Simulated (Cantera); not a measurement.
An adiabatic, constant-pressure homogeneous reactor starts with CH4 : C2H6 : O2 : N2 = 1 : 0.053 : 4.75 : 17.9 (molar parts), at 1675 K and 7.30 bar.

Detailed kinetics in Cantera: GRI-Mech 3.0 (53 species, 325 reactions).

One state of this run: T (K) = 2546; x CH4 = <1e-12; x C2H6 = <1e-12; x O2 = 0.103; x H2 = 0.000737; x C2H2 = <1e-12. x: mole fraction; the columns are a selection and need not sum to one.

**Question.** Which value of t (s) does it belong to?
A) 8.23e-6
B) 3.00e-6
C) 2.26e-5
D) 0.00128

**Answer.** D, 0.00128
